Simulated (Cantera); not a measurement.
A Cantera script and what it prints.

```python
import numpy as np
import cantera as ct

gas_names = [...]  # 92 gases of nasa_gas.yaml made of C, H, N
cond_names = """
    C(gr) C6H6(L) C7H8(L) C8H18(L),n-octa
""".split()


# ... load() reads the species with a 1 bar reference pressure and builds the phases ...
atoms = {
    'C2H6': {'C': 2, 'H': 6},
    'H2': {'H': 2},
    'N2': {'N': 2},
}
top_T = {'C(gr)': 4500}  # K; cautious upper limits of use, not melting points


# ... equilibrate(T, P, feed) seeds the gas with the atoms and calls Mixture.equilibrate('TP', solver="vcs", rtol=1e-11, max_steps=5000) ...
results = []
feed = {'C2H6': 1, 'H2': 0.37, 'N2': 27}  # mol
T = 850  # K
P = 4600000  # Pa
mix = equilibrate(T, P, feed)
results.append((T, P, feed, dict(zip(mix.species_names, mix.species_moles))))
print(gas.report(threshold=1e-05))
for i in range(1, mix.n_phases):
    print(f"{mix.phase(i).name:16s} {mix.phase_moles(i):12.5e} mol")
```

Result:

```
       temperature   850 K
          pressure   4.6e+06 Pa
           density   17.304 kg/m^3
  mean mol. weight   26.586 kg/kmol
   phase of matter   gas

                          1 kg             1 kmol
                     ---------------   ---------------
          enthalpy        5.3179e+05        1.4138e+07  J
   internal energy        2.6596e+05        7.0707e+06  J
           entropy            7225.3        1.9209e+05  J/K
    Gibbs function       -5.6097e+06       -1.4914e+08  J
 heat capacity c_p            1243.9             33069  J/K
 heat capacity c_v            931.11             24754  J/K

                      mass frac. Y      mole frac. X     chem. pot. / RT
                     ---------------   ---------------   ---------------
               CH4          0.023424          0.038817           -34.487
                H2         0.0027926          0.036827            -16.59
               NH3        0.00037156        0.00058001            -35.24
                N2           0.97341           0.92377           -20.711
     [  +88 minor]        1.8384e-06        1.6284e-06

C(gr)             8.65710e-01 mol
```

Method: chemical equilibrium by Gibbs-energy minimisation in Cantera with the NASA 1993 tables (ideal gas, pure condensed phases). The ideal-gas law is rough above about 30 bar.
